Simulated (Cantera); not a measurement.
Input (Python, Cantera) and output of one run.

```python
import numpy as np
import cantera as ct

gas_names = """
    Electron C C+ C- CH CH+ CH2 CH3 CH2OH CH3O CH4 CH3OH CO CO+ COS CO2 CO2+ COOH CS CS2 C2 C2+ C2- C2H
    CHCO,ketyl C2H2,acetylene C2H2,vinylidene CH2CO,ketene C2H3,vinyl CH3CO,acetyl C2H4 C2H4O,ethylen
    CH3CHO,ethanal CH3COOH (HCOOH)2 C2H5 C2H6 CH3OCH3 C2H5OH C2O C3 C3H3,propargyl C3H4,allene
    C3H4,propyne C3H4,cyclo- C3H5,allyl C3H6,propylene C3H6,cyclo- C3H6O C3H7,n-propyl C3H7,i-propyl
    C3H8 C3H8O,1propanol C3H8O,2propanol C3O2 C4 C4H2 C4H4,1,3-cyclo- C4H6,butadiene C4H6,2-butyne
    C4H6,cyclo- C4H8,1-butene C4H8,cis2-buten C4H8,tr2-butene C4H8,isobutene C4H8,cyclo- (CH3COOH)2
    C4H9,n-butyl C4H9,i-butyl C4H9,s-butyl C4H9,t-butyl C4H10,isobutane C4H10,n-butane C5 C5H6,1,3cyclo-
    C5H8,cyclo- C5H10,1-pentene C5H10,cyclo- C5H11,pentyl C5H11,t-pentyl C5H12,n-pentane C5H12,i-pentane
    CH3C(CH3)2CH3 C6H2 C6H5,phenyl C6H5O,phenoxy C6H6 C6H5OH,phenol C6H10,cyclo- C6H12,1-hexene
    C6H12,cyclo- C6H13,n-hexyl C7H7,benzyl C7H8 C7H8O,cresol C7H14,1-heptene C7H15,n-heptyl
    C7H16,n-heptane C8H8,styrene C8H10,ethylbenz C8H16,1-octene C8H17,n-octyl C8H18,isooctane
    C8H18,n-octane C9H19,n-nonyl C10H8,naphthale C10H21,n-decyl C12H9,o-bipheny C12H10,bipheny H H+ H-
    HCO HCO+ HO2 H2 H2+ H2- HCHO,formaldehy HCOOH H2O H2O+ H2O2 H2S H2SO4 H3O+ O O+ O- OH OH+ OH- O2 O2+
    O2- O3 S S+ S- SH SO SO2 SO3 S2 S2O S8
""".split()
cond_names = """
    C(gr) C6H6(L) C7H8(L) C8H18(L),n-octa H2O(s) H2O(L) H2SO4(L) S(cr1) S(cr2) S(L)
""".split()


def load(file, names, dense=False):
    # The tables refer to 1 bar. Condensed volumes are neglected.
    table = {s.name: s for s in ct.Species.list_from_file(file)}
    out = []
    for n in names:
        d = dict(table[n].input_data)
        d["thermo"] = dict(d["thermo"], **{"reference-pressure": 1e5})
        if dense:
            d["equation-of-state"] = {"model": "constant-volume", "density": "1e6 g/cm^3"}
        out.append(ct.Species.from_dict(d))
    return out


gas = ct.Solution(thermo="ideal-gas", species=load("nasa_gas.yaml", gas_names))
cond = {s.name: ct.Solution(thermo="fixed-stoichiometry", species=[s], name=s.name)
        for s in load("nasa_condensed.yaml", cond_names, dense=True)}
atoms = {
    'CS2': {'C': 1, 'S': 2},
    'H2O': {'H': 2, 'O': 1},
    'H2': {'H': 2},
}
top_T = {'C(gr)': 4500}  # K; cautious upper limits of use, not melting points


def equilibrate(T, P, feed):
    n = {}
    for name, mol in feed.items():
        for a, k in atoms[name].items():
            n[a] = n.get(a, 0.0) + k * mol
    gas.TPX = T, P, n
    mass = sum(n.values()) * gas.mean_molecular_weight
    gas.equilibrate("TP")
    valid = [c for c in cond.values() if c.min_temp <= T <= top_T.get(c.name, c.max_temp)]
    mix = ct.Mixture([(gas, mass / gas.mean_molecular_weight)] + [(c, 0.0) for c in valid])
    mix.T, mix.P = T, P
    mix.equilibrate("TP", solver="vcs", rtol=1e-11, max_steps=5000)
    return mix


results = []
feed = {'CS2': 1, 'H2O': 0.11, 'H2': 1.1}  # mol
P = 450000  # Pa
for T in [2000, 2500, 3000, 3500, 4000, 4500, 5000]:
    mix = equilibrate(T, P, feed)
    results.append((T, P, feed, dict(zip(mix.species_names, mix.species_moles))))

top = {s: max(r[3][s] / sum(r[3][g] for g in gas_names) for r in results) for s in gas_names}
cols = sorted((s for s in top if top[s] > 1e-06), key=lambda s: -top[s])[:8]
seen = [c for c in cond_names if any(r[3].get(c, 0) > 1e-12 for r in results)]
print("log10 of partial pressures in bar; condensed amounts in mol")
print(f"{'T/K':>10s}" + "".join(f"{s[:9]:>10s}" for s in cols + seen))
for T, P, feed, n in results:
    ng = sum(n[g] for g in gas_names)
    print(f"{T:10.4g}" + "".join(f"{np.log10(max(n[s] / ng * P / 1e5, 1e-99)):10.3f}" for s in cols)
          + "".join(f"{n.get(c, 0):10.4g}" for c in seen))
```

Output:

```
log10 of partial pressures in bar; condensed amounts in mol
       T/K         H        H2       CS2         S        CS       H2S        S2        SH     C(gr)
      2000    -2.656     0.265     0.135    -2.742    -1.210    -0.208    -0.489    -1.258    0.1951
      2500    -1.459     0.280     0.001    -1.592    -0.214    -0.654    -0.467    -0.855         0
      3000    -0.694     0.216    -0.435    -0.765     0.036    -0.968    -0.336    -0.567         0
      3500    -0.184     0.089    -1.002    -0.292     0.071    -1.392    -0.482    -0.524         0
      4000     0.128    -0.149    -1.622    -0.065     0.027    -1.982    -0.847    -0.693         0
      4500     0.282    -0.514    -2.223     0.023    -0.040    -2.711    -1.311    -1.007         0
      5000     0.330    -0.957    -2.779     0.085    -0.163    -3.455    -1.701    -1.343         0
```

These are equilibrium values from Cantera (NASA tables, ideal gas, pure condensed phases), not measurements of a reactor.
